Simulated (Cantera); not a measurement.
A Cantera script and its output.

```python
import numpy as np
import cantera as ct

gas = ct.Solution("gri30.yaml")


def delay(T, t_max=10):
    gas.TPX = T, 101325, {'CH4': 1, 'O2': 2.3, 'N2': 8.64}
    reactor = ct.IdealGasReactor(gas, clone=False)
    net = ct.ReactorNet([reactor])
    net.rtol, net.atol = 1e-8, 1e-16
    while net.time < t_max:
        t_old, T_old = net.time, reactor.T
        net.step()
        if reactor.T > T + 400:  # ignition: a rise of 400 K
            return t_old + (T + 400 - T_old) / (reactor.T - T_old) * (net.time - t_old)
    return np.nan


taus = []
for T in [1225, 1300, 1375, 1450, 1525, 1600, 1675, 1750]:
    taus.append(delay(T))
    print(f"T0 = {T:6g} K   tau = {taus[-1]:.4e} s")
```

Output:

```
T0 =   1225 K   tau = 2.8283e-02 s
T0 =   1300 K   tau = 1.0301e-02 s
T0 =   1375 K   tau = 4.0686e-03 s
T0 =   1450 K   tau = 1.7488e-03 s
T0 =   1525 K   tau = 8.2264e-04 s
T0 =   1600 K   tau = 4.2326e-04 s
T0 =   1675 K   tau = 2.3588e-04 s
T0 =   1750 K   tau = 1.4043e-04 s
```

Cantera simulation using GRI-Mech 3.0 (53 species, 325 reactions); the numbers are that mechanism's predictions, not measurements.
